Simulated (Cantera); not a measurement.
Charge: 1 mol Fe2O3, 0.61 mol CH4, 0.69 mol H2, held at 9.70 bar.

These are equilibrium values from Cantera (NASA tables, ideal gas, pure condensed phases), not measurements of a reactor. Candidate condensed phases: C, C6H6, C7H8, C8H18, Fe, Fe(CO)5, FeO, Fe(OH)2, Fe(OH)3, Fe2O3, Fe3O4, H2O; 114 gas species. Mutual solubility and eutectic melting of coexisting phases are not modelled. The tables' stoichiometric FeO is somewhat more stable than real wüstite, so its field is too wide. FeO: taken at fixed stoichiometry. Kinetics and transport are ignored. All values below are at 1223 K.

Base state: H2 0.586, CO 0.200, H2O 0.169, CO2 0.0395, CH4 0.00597 (mole fractions); condensed: Fe(γ) + FeO(s).

What changes in the equilibrium state with this change: Fe2O3 replaced by SiO2?


| species | before | after |
|---|---|---|
| H2 | 0.586 | 0.896 |
| CH4 | 0.00597 | 0.104 |
| C2H6 | 5.38e-8 | 1.07e-5 |
| CO | 0.200 | 9.92e-6 |
| H2O | 0.169 | 1.73e-6 |
| CO2 | 0.0395 | <1e-9 |
| C2H4 | 8.08e-8 | 1.04e-5 |
| Fe(γ), mol | 0.115 | 0 |
| FeO(s), mol | 1.88 | 0 |
| C(graphite), mol | 0 | 0.430 |
| SiO2(β-quartz), mol | 0 | 1.000 |
The tables hold silica as quartz up to 1696 K and as liquid above; real silica turns to tridymite and cristobalite and melts near 1996 K. Further candidate phases: Si, SiC, SiO2.
